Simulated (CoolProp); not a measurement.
Properties of C3F8 (R218) along the isotherm 440 K (Tc = 345.0 K, pc = 2.640 MPa, ω = 0.317).

The numbers come from the reference Helmholtz-energy equation of state, Lemmon 2006 in CoolProp. It is a short technical equation, of lower accuracy than the large ones.

| p (MPa) | phase | Z | Joule-Thomson coefficient (K/MPa) | fugacity coefficient |
|---|---|---|---|---|
| 0.44 | gas | 0.9776 | 4.128 | 0.9779 |
| 0.88 | gas | 0.9548 | 4.252 | 0.9562 |
| 1.32 | gas | 0.9315 | 4.374 | 0.9347 |
| 1.76 | gas | 0.9079 | 4.490 | 0.9135 |
| 2.2 | gas | 0.8841 | 4.594 | 0.8926 |
| 2.64 | gas | 0.8601 | 4.678 | 0.8721 |
| 3.08 | supercritical | 0.8364 | 4.733 | 0.8520 |
| 3.52 | supercritical | 0.8132 | 4.751 | 0.8323 |
| 3.96 | supercritical | 0.7908 | 4.724 | 0.8131 |
| 4.4 | supercritical | 0.7699 | 4.647 | 0.7945 |
| 4.84 | supercritical | 0.7506 | 4.520 | 0.7766 |
| 5.28 | supercritical | 0.7335 | 4.348 | 0.7593 |
| 5.72 | supercritical | 0.7189 | 4.138 | 0.7429 |
| 6.16 | supercritical | 0.7069 | 3.900 | 0.7272 |
| 6.6 | supercritical | 0.6975 | 3.643 | 0.7124 |
